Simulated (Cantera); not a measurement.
A freely propagating, adiabatic, planar premixed flame of H₂ : O₂ : N₂ = 1 : 0.2 : 0.752 (molar parts), unburnt at 423 K and 1.00 bar; mixture-averaged transport, grid criteria slope 0.08 and curve 0.16, no radiation.

Cantera simulation using the H2/O2 subset of GRI-Mech 3.0, which has no nitrogen chemistry; the numbers are that mechanism's predictions, not measurements. Burning velocities carry a grid error of a few per cent, more on coarse grids.

What does this change do: inlet temperature 423 to 475 K?


| quantity | before | after |
|---|---|---|
| laminar burning velocity | 462 cm/s | 562 cm/s |
| thermal thickness | 0.406 mm | 0.425 mm |
| peak x(HO₂) | 0.000362 | 0.000325 |
| peak x(H₂O₂) | 3.76e-5 | 2.37e-5 |
| peak x(OH) | 0.00176 | 0.00198 |
| peak x(H) | 0.0684 | 0.0734 |

What does this change do: O2 0.2 to 0.16 parts?


| quantity | before | after |
|---|---|---|
| laminar burning velocity | 462 cm/s | 323 cm/s |
| thermal thickness | 0.406 mm | 0.451 mm |
| peak x(HO₂) | 0.000362 | 0.000292 |
| peak x(H₂O₂) | 3.76e-5 | 3.08e-5 |
| peak x(OH) | 0.00176 | 0.000661 |
| peak x(H) | 0.0684 | 0.0438 |
